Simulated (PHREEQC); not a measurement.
A made-up water analysis in mg/L, 25 °C, pH 6.78, pe 8.6:

| constituent | mg/L |
|---|---|
| Na | 1 |
| K | 0.93 |
| Ca | 0.247 |
| Mg | 0.345 |
| Cl | 1.41 |
| S(6) as SO4 | 1.52 |
| Alkalinity as HCO3 | 2.15 |
| N(5) as NO3 | 0.0163 |
| Pb | 0.0077 |

Valence states are taken as typed.

Model: ion-association model, phreeqc.dat, run in PHREEQC.

Each row changes one thing in this solution. Precipitation was switched off in this run.

```
case                                               HCO3- (mol/kgw)  CO2 (mol/kgw)  Pb+2 (mol/kgw)  CO3-2 (mol/kgw)  PbOH+ (mol/kgw)  MgOH+ (mol/kgw)  SI of Pb(OH)2 (Pb(OH)2)  SI of Cerussite (PbCO3)
-------------------------------------------------  ---------------  -------------  --------------  ---------------  ---------------  ---------------  -----------------------  -----------------------
as made                                                    3.53e-5        1.30e-5         2.83e-8          1.04e-8          3.20e-9         2.97e-10                    -2.16                    -2.45
pH from 6.78 to 5.78 at the same alkalinity                3.69e-5       0.000136         3.49e-8          1.09e-9         3.93e-10       (withheld)                    -4.07                    -3.34
all concentrations times 4 at the same typed pH           0.000141        5.11e-5         8.05e-8          4.31e-8          8.72e-9          1.13e-9                    -1.73               (withheld)
temperature from 25 to 85 °C at the same typed pH          3.33e-5        1.24e-5         2.67e-8          1.57e-8          3.00e-9          2.66e-8                    -0.47                    -2.90
S(6) from 1.52 to 3.04 mg/L                                3.53e-5        1.30e-5         2.82e-8          1.04e-8          3.17e-9         2.95e-10                    -2.17                    -2.45
```

Problem. What belongs in the gaps?

Solution. 
- pH from 6.78 to 5.78 at the same alkalinity, MgOH+ (mol/kgw): 2.97e-11
- all concentrations times 4 at the same typed pH, SI of Cerussite (PbCO3): -1.42

Away from 25 °C the constants follow the database's enthalpies or fits; those with neither stay at their 25 °C values.
